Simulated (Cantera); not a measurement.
What does this Cantera script print?

```python
import numpy as np
import cantera as ct

gas_names = """
    H HO2 H2 H2O H2O2 Nb NbO NbO2 O OH O2 O3
""".split()
cond_names = """
    H2O(s) H2O(L) Nb(cr) Nb(L) NbO(s) NbO(L) NbO2(I) NbO2(II) NbO2(III) NbO2(L) Nb2O5(s) Nb2O5(L)
""".split()


def load(file, names, dense=False):
    # The tables refer to 1 bar. Condensed volumes are neglected.
    table = {s.name: s for s in ct.Species.list_from_file(file)}
    out = []
    for n in names:
        d = dict(table[n].input_data)
        d["thermo"] = dict(d["thermo"], **{"reference-pressure": 1e5})
        if dense:
            d["equation-of-state"] = {"model": "constant-volume", "density": "1e6 g/cm^3"}
        out.append(ct.Species.from_dict(d))
    return out


gas = ct.Solution(thermo="ideal-gas", species=load("nasa_gas.yaml", gas_names))
cond = {s.name: ct.Solution(thermo="fixed-stoichiometry", species=[s], name=s.name)
        for s in load("nasa_condensed.yaml", cond_names, dense=True)}
atoms = {
    'Nb2O5': {'Nb': 2, 'O': 5},
    'H2': {'H': 2},
    'H2O': {'H': 2, 'O': 1},
}
top_T = {}  # K; cautious upper limits of use, not melting points


def equilibrate(T, P, feed):
    n = {}
    for name, mol in feed.items():
        for a, k in atoms[name].items():
            n[a] = n.get(a, 0.0) + k * mol
    gas.TPX = T, P, n
    mass = sum(n.values()) * gas.mean_molecular_weight
    gas.equilibrate("TP")
    valid = [c for c in cond.values() if c.min_temp <= T <= top_T.get(c.name, c.max_temp)]
    mix = ct.Mixture([(gas, mass / gas.mean_molecular_weight)] + [(c, 0.0) for c in valid])
    mix.T, mix.P = T, P
    mix.equilibrate("TP", solver="vcs", rtol=1e-11, max_steps=5000)
    return mix


results = []
T = 2125  # K
P = 140  # Pa
for m in [49, 85, 150, 260, 460, 800, 1400, 2500]:
    feed = {'Nb2O5': 1, 'H2': m, 'H2O': 3.2}  # mol
    mix = equilibrate(T, P, feed)
    results.append((T, P, feed, dict(zip(mix.species_names, mix.species_moles))))

top = {s: max(r[3][s] / sum(r[3][g] for g in gas_names) for r in results) for s in gas_names}
cols = sorted((s for s in top if top[s] > 1e-06), key=lambda s: -top[s])[:5]
seen = [c for c in cond_names if any(r[3].get(c, 0) > 1e-12 for r in results)]
print("log10 of partial pressures in bar; condensed amounts in mol")
print(f"{'n(H2)':>10s}" + "".join(f"{s[:9]:>10s}" for s in cols + seen))
for T, P, feed, n in results:
    ng = sum(n[g] for g in gas_names)
    print(f"{feed['H2']:10.4g}" + "".join(f"{np.log10(max(n[s] / ng * P / 1e5, 1e-99)):10.3f}" for s in cols)
          + "".join(f"{n.get(c, 0):10.4g}" for c in seen))
```

Result:

```
log10 of partial pressures in bar; condensed amounts in mol
     n(H2)        H2         H       H2O      NbO2        OH NbO2(III)
        49    -2.942    -3.911    -3.983    -4.534    -5.858    0.8244
        85    -2.927    -3.903    -4.209    -4.534    -6.092  6.41e-05
       150    -2.914    -3.897    -4.443    -4.775    -6.332         0
       260    -2.906    -3.893    -4.672    -5.015    -6.565         0
       460    -2.902    -3.891    -4.910    -5.273    -6.805         0
       800    -2.899    -3.890    -5.140    -5.533    -7.036         0
      1400    -2.898    -3.889    -5.369    -5.809    -7.266         0
      2500    -2.897    -3.889    -5.602    -6.113    -7.500         0
```

These are equilibrium values from Cantera (NASA tables, ideal gas, pure condensed phases), not measurements of a reactor. Condensed phases not in the tables: the oxides between NbO2 and Nb2O5.
